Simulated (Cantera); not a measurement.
Boron, boron nitride and boron oxide: B + O2 + N2

Feed: 1 mol B, 0.37 mol O2, 77 mol N2, held at 10000 Pa.

These are equilibrium values from Cantera (NASA tables, ideal gas, pure condensed phases), not measurements of a reactor. Candidate condensed phases: B, BN, B2O3; 17 gas species. N2 is the only nitrogen source here; it is nearly inert below about 1500 K, so the nitride shown seldom forms there in practice. Mutual solubility and eutectic melting of coexisting phases are not modelled. Equilibrium is a limit: real reactors are often held back by kinetics, nucleation or transport.

From 1000 °C to 1350 °C the condensed part is BN(s) + B2O3(l). From 1400 °C to 1450 °C the condensed part is BN(s). The main B-bearing gas is B2O3 throughout. The share of B in condensed phases is highest at 1000 °C (100.0 %) and lowest at 1450 °C (48.8 %).

```tsv
T (°C)	x N2	x B2O3	x B2O2	x BO	x BO2	x B2O	x NO	n BN(s)	n B2O3(l)
1000	1.000	8.68e-7	2.01e-9	9.76e-10	1.45e-11	<1e-12	<1e-12	0.507	0.247
1050	1.000	3.48e-6	1.32e-8	5.56e-9	7.28e-11	<1e-12	1.81e-12	0.507	0.246
1100	1.000	1.25e-5	7.49e-8	2.78e-8	3.23e-10	<1e-12	5.47e-12	0.507	0.246
1150	1.000	4.10e-5	3.75e-7	1.24e-7	1.29e-9	<1e-12	1.53e-11	0.507	0.243
1200	1.000	0.000124	1.68e-6	4.97e-7	4.68e-9	<1e-12	3.98e-11	0.507	0.237
1250	1.000	0.000345	6.79e-6	1.81e-6	1.56e-8	1.64e-12	9.74e-11	0.506	0.220
1300	0.999	0.000898	2.50e-5	6.09e-6	4.78e-8	1.29e-11	2.25e-10	0.505	0.176
1350	0.998	0.00220	8.50e-5	1.90e-5	1.37e-7	8.88e-11	4.92e-10	0.502	0.0728
1400	0.997	0.00306	0.000191	4.64e-5	2.62e-7	4.59e-10	8.68e-10	0.496	0
1450	0.997	0.00295	0.000324	9.61e-5	3.83e-7	1.92e-9	1.32e-9	0.488	0
```
x: gas mole fraction; n: condensed amount in mol.
